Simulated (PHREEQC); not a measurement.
Synthetic water in mg/L, 86 °C, pH 6.38, pe 8.7:

| constituent | mg/L |
|---|---|
| Na | 6.33 |
| K | 2.57 |
| Ca | 3.86 |
| Mg | 2.43 |
| Cl | 9.66 |
| S(6) as SO4 | 3.51 |
| Alkalinity as HCO3 | 23.1 |
| Ba | 0.0335 |
| Cd | 0.975 |
| Zn | 0.00579 |

Valence states are taken as typed.

The numbers come from PHREEQC with the ion-association model, wateq4f.dat.

```yaml
ionic_strength: 0.000965 mol/kgw
charge_balance_error: 1.9 %
```

```tsv
species	molality	activity	log γ
HCO3-	0.000376	0.000362	-0.017
CO2	0.000346	0.000347	0.000
Na+	0.000275	0.000265	-0.017
Cl-	0.000272	0.000262	-0.017
Mg+2	9.72e-5	8.31e-5	-0.068
Ca+2	9.49e-5	8.11e-5	-0.068
K+	6.57e-5	6.31e-5	-0.017
SO4-2	3.36e-5	2.87e-5	-0.068
Cd+2	8.23e-6	7.02e-6	-0.069
MgSO4	2.06e-6	2.06e-6	0.000
OH-	7.88e-7	7.57e-7	-0.017
CaSO4	7.45e-7	7.45e-7	0.000
MgHCO3+	6.45e-7	6.20e-7	-0.017
CaHCO3+	6.01e-7	5.78e-7	-0.017
H+	4.33e-7	4.17e-7	-0.016
```

No solid was allowed to form. Complexes and solids missing from the database can't appear. Away from 25 °C the constants follow the database's enthalpies or fits; those with neither stay at their 25 °C values.
